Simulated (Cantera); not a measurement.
Charge: 1 mol HgO, 0.29 mol H2, equilibrated at 1227 °C and 48.0 Torr.

These are equilibrium values from Cantera (NASA tables, ideal gas, pure condensed phases), not measurements of a reactor. Candidate condensed phases: H2O, Hg, HgO; 10 gas species. The numbers say what is thermodynamically allowed, not how fast it happens.

Base state: Hg 0.608, O2 0.216, H2O 0.176, OH 0.000208 (mole fractions); condensed: gas only.

**Question.** What changes in the equilibrium state with this change: H2 from 0.29 to 0.18 mol?

**Answer.** 
```tsv
species	before	after
Hg	0.608	0.629
O2	0.216	0.258
H2O	0.176	0.113
OH	0.000208	0.000174
```
